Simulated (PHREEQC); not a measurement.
Consider water at 5 °C with 13 mmol/kgw FeSO4, 75 mmol/kgw MgSO4 and 5.3 mmol/kgw H2SO4. Closed to the air; pH follows from the charge balance.

All values are PHREEQC results (ion-association model, phreeqc.dat), not measurements.

No solid was allowed to form.

Order these S species by the share of S that they hold, largest first: FeSO4, FeHSO4+, MgSO4, SO4-2, HSO4-.

SO4-2 (56 %), MgSO4 (33 %), HSO4- (5.8 %), FeSO4 (5.1 %), FeHSO4+ (0.19 %)

Order these Fe species by the share of Fe that they hold, largest first: FeSO4, Fe+2, FeHSO4+.

Fe+2 (62 %), FeSO4 (36 %), FeHSO4+ (1.3 %)

The pH is 2.40 and the ionic strength 0.215 mol/kgw. Complexes and solids missing from the database can't appear. Away from 25 °C the constants follow the database's enthalpies or fits; those with neither stay at their 25 °C values.
